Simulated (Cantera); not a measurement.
Charge: 1 mol FeS2, a varied amount of H2, held at 1723 K and 1 atm.

These are equilibrium values from Cantera (NASA tables, ideal gas, pure condensed phases), not measurements of a reactor. Candidate condensed phases: Fe, FeS, FeS2, S; 8 gas species. Metal and sulfide melt together well below either melting point, which pure phases cannot show. Mutual solubility and eutectic melting of coexisting phases are not modelled. FeS: taken at fixed stoichiometry. The numbers say what is thermodynamically allowed, not how fast it happens.

x: gas mole fraction; n: condensed amount in mol.

| n(H2) (mol) | x H2 | x H2S | x S2 | x SH | n FeS(l) | n Fe(δ) |
|---|---|---|---|---|---|---|
| 1.1 | 0.480 | 0.307 | 0.201 | 0.0109 | 1.00 | 0 |
| 1.6 | ___ | 0.289 | ___ | ___ | 1.000 | 0 |
| 2.4 | 0.678 | 0.248 | 0.0659 | 0.00739 | 1.000 | 0 |
| 3.6 | 0.765 | 0.197 | 0.0326 | 0.00552 | 1.000 | 0 |
| 5.5 | 0.836 | ___ | ___ | ___ | 1.000 | 0 |
| 8.2 | 0.886 | 0.105 | 0.00683 | 0.00272 | 1.000 | 0 |
| 12 | 0.920 | 0.0746 | 0.00323 | 0.00191 | 1.000 | 0 |
| 18 | 0.946 | 0.0512 | 0.00144 | 0.00129 | 1.000 | 0 |
| 27 | 0.963 | 0.0348 | 0.000642 | 0.000869 | 1.000 | 0 |
| 41 | 0.976 | 0.0232 | 0.000278 | 0.000576 | 1.000 | 0 |
| 61 | 0.979 | 0.0202 | 0.000210 | 0.000501 | 0.709 | 0.290 |
| 92 | 0.979 | 0.0202 | 0.000210 | 0.000501 | 0.0530 | 0.946 |

**Question.** Some entries are withheld; supply them.

**Answer.** 
- 5.5, x H2S: 0.145
- 5.5, x S2: 0.0148
- 5.5, x SH: 0.00389
- 1.6, x H2: 0.578
- 1.6, x S2: 0.123
- 1.6, x SH: 0.00933
